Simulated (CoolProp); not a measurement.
Ethane along the isotherm 165.25 °C: density (kg/m³) from the reference equation and from simpler models built on Tc = 32.2 °C, pc = 48.72 bar, ω = 0.099; each cubic takes its own stable root.

The numbers come from the reference Helmholtz-energy equation of state, Bücker 2006 in CoolProp.

| p (bar) | phase | reference | ideal gas | van der Waals | Redlich-Kwong | Soave-Redlich-Kwong |
|---|---|---|---|---|---|---|
| 2.03 | gas | 1.682 | 1.675 | 1.683 | 1.682 | 1.681 |
| 4.06 | gas | 3.378 | 3.349 | 3.382 | 3.381 | 3.377 |
| 6.09 | gas | 5.088 | 5.024 | 5.099 | 5.095 | 5.086 |
| 8.12 | gas | 6.814 | 6.698 | 6.833 | 6.826 | 6.809 |
| 10.2 | gas | 8.597 | 8.414 | 8.629 | 8.617 | 8.589 |
| 12.2 | gas | 10.33 | 10.06 | 10.37 | 10.36 | 10.31 |
| 14.2 | gas | 12.07 | 11.71 | 12.14 | 12.11 | 12.05 |
| 16.2 | gas | 13.83 | 13.36 | 13.92 | 13.88 | 13.81 |
| 18.3 | gas | 15.69 | 15.10 | 15.81 | 15.76 | 15.66 |
| 20.3 | gas | 17.48 | 16.75 | 17.63 | 17.56 | 17.45 |
| 22.3 | gas | 19.29 | 18.40 | 19.47 | 19.39 | 19.24 |
| 24.4 | gas | 21.20 | 20.13 | 21.42 | 21.32 | 21.14 |
